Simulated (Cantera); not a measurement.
Input (Python, Cantera) and output of one run.

```python
import numpy as np
import cantera as ct

gas_names = """
    C CH CH2 CH3 CH2OH CH3O CH4 CH3OH CN CO CO2 COOH C2 C2H CHCO,ketyl C2H2,acetylene C2H2,vinylidene
    CH2CO,ketene C2H3,vinyl CH3CN CH3CO,acetyl C2H4 C2H4O,ethylen CH3CHO,ethanal CH3COOH (HCOOH)2 C2H5
    C2H6 CH3OCH3 C2H5OH CCN CNC C2N2 C2O C3 C3H3,propargyl C3H4,allene C3H4,propyne C3H4,cyclo-
    C3H5,allyl C3H6,propylene C3H6,cyclo- C3H6O C3H7,n-propyl C3H7,i-propyl C3H8 C3H8O,1propanol
    C3H8O,2propanol C3O2 C4 C4H2 C4H4,1,3-cyclo- C4H6,butadiene C4H6,2-butyne C4H6,cyclo- C4H8,1-butene
    C4H8,cis2-buten C4H8,tr2-butene C4H8,isobutene C4H8,cyclo- (CH3COOH)2 C4H9,n-butyl C4H9,i-butyl
    C4H9,s-butyl C4H9,t-butyl C4H10,isobutane C4H10,n-butane C4N2 C5 C5H6,1,3cyclo- C5H8,cyclo-
    C5H10,1-pentene C5H10,cyclo- C5H11,pentyl C5H11,t-pentyl C5H12,n-pentane C5H12,i-pentane
    CH3C(CH3)2CH3 C6H2 C6H5,phenyl C6H5O,phenoxy C6H6 C6H5OH,phenol C6H10,cyclo- C6H12,1-hexene
    C6H12,cyclo- C6H13,n-hexyl C7H7,benzyl C7H8 C7H8O,cresol C7H14,1-heptene C7H15,n-heptyl
    C7H16,n-heptane C8H8,styrene C8H10,ethylbenz C8H16,1-octene C8H17,n-octyl C8H18,isooctane
    C8H18,n-octane C9H19,n-nonyl C10H8,naphthale C10H21,n-decyl C12H9,o-bipheny C12H10,bipheny Fe FeC5O5
    FeO Fe(OH)2 H HCN HCO HCCN HNC HNCO HNO HNO2 HNO3 HO2 H2 HCHO,formaldehy HCOOH H2O H2O2 N NCO NH NH2
    NH3 NH2OH NO NO2 NO3 N2 N2H2 N2H4 N2O O OH O2 O3
""".split()
cond_names = """
    C(gr) C6H6(L) C7H8(L) C8H18(L),n-octa Fe(a) Fe(c) Fe(d) Fe(L) FeC5O5(L) FeO(s) FeO(L) Fe(OH)2(s)
    Fe(OH)3(s) Fe2O3(s) Fe3O4(s) H2O(s) H2O(L)
""".split()


def load(file, names, dense=False):
    # The tables refer to 1 bar. Condensed volumes are neglected.
    table = {s.name: s for s in ct.Species.list_from_file(file)}
    out = []
    for n in names:
        d = dict(table[n].input_data)
        d["thermo"] = dict(d["thermo"], **{"reference-pressure": 1e5})
        if dense:
            d["equation-of-state"] = {"model": "constant-volume", "density": "1e6 g/cm^3"}
        out.append(ct.Species.from_dict(d))
    return out


gas = ct.Solution(thermo="ideal-gas", species=load("nasa_gas.yaml", gas_names))
cond = {s.name: ct.Solution(thermo="fixed-stoichiometry", species=[s], name=s.name)
        for s in load("nasa_condensed.yaml", cond_names, dense=True)}
atoms = {
    'Fe3O4': {'Fe': 3, 'O': 4},
    'CH4': {'C': 1, 'H': 4},
    'N2': {'N': 2},
    'CO': {'C': 1, 'O': 1},
}
top_T = {'C(gr)': 4500, 'Fe2O3(s)': 1830, 'Fe3O4(s)': 1870}  # K; cautious upper limits of use, not melting points


def equilibrate(T, P, feed):
    n = {}
    for name, mol in feed.items():
        for a, k in atoms[name].items():
            n[a] = n.get(a, 0.0) + k * mol
    gas.TPX = T, P, n
    mass = sum(n.values()) * gas.mean_molecular_weight
    gas.equilibrate("TP")
    valid = [c for c in cond.values() if c.min_temp <= T <= top_T.get(c.name, c.max_temp)]
    mix = ct.Mixture([(gas, mass / gas.mean_molecular_weight)] + [(c, 0.0) for c in valid])
    mix.T, mix.P = T, P
    mix.equilibrate("TP", solver="vcs", rtol=1e-11, max_steps=5000)
    return mix


results = []
feed = {'Fe3O4': 1, 'CH4': 1.1, 'N2': 3.4, 'CO': 9.6}  # mol
P = 790  # Pa
for T in [2150, 2200, 2250, 2300, 2350, 2400, 2450, 2500]:
    mix = equilibrate(T, P, feed)
    results.append((T, P, feed, dict(zip(mix.species_names, mix.species_moles))))

top = {s: max(r[3][s] / sum(r[3][g] for g in gas_names) for r in results) for s in gas_names}
cols = sorted((s for s in top if top[s] > 0.001), key=lambda s: -top[s])[:9]
seen = [c for c in cond_names if any(r[3].get(c, 0) > 1e-12 for r in results)]
print("log10 of partial pressures in bar; condensed amounts in mol")
print(f"{'T/K':>10s}" + "".join(f"{s[:9]:>10s}" for s in cols + seen))
for T, P, feed, n in results:
    ng = sum(n[g] for g in gas_names)
    print(f"{T:10.4g}" + "".join(f"{np.log10(max(n[s] / ng * P / 1e5, 1e-99)):10.3f}" for s in cols)
          + "".join(f"{n.get(c, 0):10.4g}" for c in seen))
```

It prints:

```
log10 of partial pressures in bar; condensed amounts in mol
       T/K        CO        N2        Fe       CO2        H2         H       H2O        OH         O    FeO(L)
      2150    -2.414    -2.849    -2.983    -3.221    -3.318    -4.034    -3.416    -5.021    -5.889    0.4467
      2200    -2.439    -2.861    -2.928    -3.155    -3.387    -3.943    -3.380    -4.792    -5.505         0
      2250    -2.439    -2.862    -2.931    -3.163    -3.402    -3.830    -3.390    -4.641    -5.231         0
      2300    -2.439    -2.864    -2.934    -3.172    -3.419    -3.724    -3.403    -4.501    -4.971         0
      2350    -2.440    -2.867    -2.938    -3.185    -3.439    -3.624    -3.424    -4.372    -4.726         0
      2400    -2.440    -2.870    -2.943    -3.202    -3.461    -3.529    -3.452    -4.255    -4.497         0
      2450    -2.441    -2.874    -2.947    -3.227    -3.486    -3.440    -3.490    -4.153    -4.285         0
      2500    -2.441    -2.880    -2.953    -3.261    -3.513    -3.356    -3.541    -4.068    -4.092         0
```

Equilibrium computed with Cantera from the NASA thermochemical tables; the gas is ideal and each condensed phase is pure. The tables' stoichiometric FeO is somewhat more stable than real wüstite, so its field is too wide. FeO: taken at fixed stoichiometry.
